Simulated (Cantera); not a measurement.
What does this Cantera script print?

```python
import numpy as np
import cantera as ct

surf = ct.Interface("diamond.yaml", "diamond_100")
gas, bulk = surf.adjacent["gas"], surf.adjacent["diamond"]
k = surf.kinetics_species_index(bulk.species_names[0])
cover = ["c6HH", "c6H*", "c6*H", "c6**", "c6HM", "c6B"]

rows, drift = [], 0.0
print(f"{'xH':>10s}{'um/h':>11s}" + "".join(f"{s:>11s}" for s in cover))
for v in [0.0001, 0.0002, 0.00041, 0.00082, 0.0016, 0.0033, 0.0067, 0.013, 0.027]:
    T, P, xH, xCH3 = 1125, 1400, v, 5e-05
    gas.TPX = T, P, {"H": xH, "CH3": xCH3, "CH4": 0.0027, "H2": 1 - xH - xCH3 - 0.0027}
    surf.TP = bulk.TP = T, P
    surf.coverages = "c6H*:0.1, c6HH:0.9"
    surf.advance_coverages(100.0)
    before = surf.coverages
    surf.advance_coverages(100.0)
    drift = max(drift, np.max(np.abs(surf.coverages - before) / (surf.coverages + 1e-9)))
    rate = surf.net_production_rates[k] * bulk.mean_molecular_weight / bulk.density * 3.6e9
    rows.append([rate, *surf[cover].coverages])
    print(f"{v:10.4g}{rate:11.4e}" + "".join(f"{x:11.3e}" for x in rows[-1][1:]))
```

Result:

```
        xH       um/h       c6HH       c6H*       c6*H       c6**       c6HM        c6B
    0.0001 1.0192e-02  6.028e-01  2.437e-02  3.649e-01  5.444e-03  8.867e-04  2.766e-11
    0.0002 1.9745e-02  5.544e-01  2.716e-02  4.066e-01  9.203e-03  1.064e-03  5.358e-11
   0.00041 3.5134e-02  5.242e-01  2.880e-02  4.312e-01  1.329e-02  1.202e-03  9.534e-11
   0.00082 5.8444e-02  5.079e-01  2.963e-02  4.435e-01  1.651e-02  1.267e-03  1.586e-10
    0.0016 9.4474e-02  4.995e-01  3.004e-02  4.497e-01  1.863e-02  1.251e-03  2.564e-10
    0.0033 1.5651e-01  4.948e-01  3.027e-02  4.530e-01  1.999e-02  1.138e-03  4.247e-10
    0.0067 2.4361e-01  4.926e-01  3.039e-02  4.548e-01  2.072e-02  9.354e-04  6.610e-10
     0.013 3.3960e-01  4.917e-01  3.047e-02  4.556e-01  2.108e-02  6.964e-04  9.215e-10
     0.027 4.3923e-01  4.913e-01  3.056e-02  4.562e-01  2.130e-02  4.427e-04  1.192e-09
```

Detailed kinetics in Cantera: the Harris–Goodwin 1993 mechanism for the reconstructed diamond (100) surface.
